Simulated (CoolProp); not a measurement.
Properties of n-pentane along the isobar 5.58 MPa (Tc = 196.5 °C, pc = 3.368 MPa, ω = 0.251).

Values from CoolProp's reference Helmholtz-energy equation of state, Thol 2019.

```csv
T (°C),phase,density (kg/m³)
59.85,liquid,594.2
78.95,liquid,574.4
98.15,liquid,553.3
117.35,liquid,530.7
136.55,liquid,505.9
155.75,liquid,478.1
174.95,liquid,445.5
194.15,liquid,404.7
213.25,supercritical,347.3
232.45,supercritical,258.6
251.65,supercritical,184.5
```
